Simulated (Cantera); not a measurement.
Premixed flame

A freely propagating, adiabatic, planar premixed flame of H2 : O2 : N2 = 1 : 0.562 : 1.8 (molar parts), equivalence ratio 0.89, unburnt at 600 K and 6.60 bar; mixture-averaged transport, grid criteria slope 0.08 and curve 0.16, no radiation.

Computed with Cantera and the H2/O2 subset of GRI-Mech 3.0, which has no nitrogen chemistry. The hydrogen kinetics of GRI-Mech 3.0 are dated; newer H2 mechanisms differ, most at raised pressure. Burning velocities carry a grid error of a few per cent, more on coarse grids.

```
z (mm)    T (K)  u (m/s)    x H2    x O2       x O      x H    x H2O   x H2O2
--------  -----  -------  ------  ------  --------  -------  -------  -------
-0.117      600     7.03   0.297   0.167     <1e-8    <1e-8    <1e-8    <1e-8
-0.0783     600     7.03   0.297   0.167     <1e-8    <1e-8  5.07e-8    <1e-8
-0.0587     600     7.03   0.297   0.167     <1e-8    <1e-8  4.81e-7    <1e-8
-0.0392     601     7.02   0.296   0.168   4.99e-8    <1e-8  1.34e-5  6.32e-8
-0.0196     646     7.39   0.278   0.170   1.09e-5  4.12e-5  0.00233  1.86e-5
-0.00979    942     10.4   0.228   0.164  0.000414  0.00264   0.0327  9.81e-5
0          1432     15.2   0.144   0.125   0.00390   0.0157    0.120  2.94e-5
0.00979    1786     18.8  0.0745  0.0754   0.00864   0.0266    0.208  5.69e-6
0.0196     1983     20.7  0.0460  0.0501    0.0105   0.0264    0.249  3.63e-6
0.0392     2181     22.6  0.0330  0.0374   0.00929   0.0189    0.274  2.37e-6
0.0783     2357     24.1  0.0256  0.0320   0.00624   0.0107    0.292  1.70e-6
0.157      2493     25.3  0.0181  0.0283   0.00375  0.00535    0.308  1.34e-6
0.313      2578     26.0  0.0122  0.0260   0.00231  0.00269    0.319  1.21e-6
```
x: mole fraction of selected species; z is measured from the peak of heat release.

```
Property                      Value
------------------------  ---------
laminar burning velocity   703 cm/s
thermal thickness         0.0392 mm
peak x(O)                    0.0105
peak x(H)                    0.0275
peak x(H2O2)                9.95e-5
grid points                     105
```
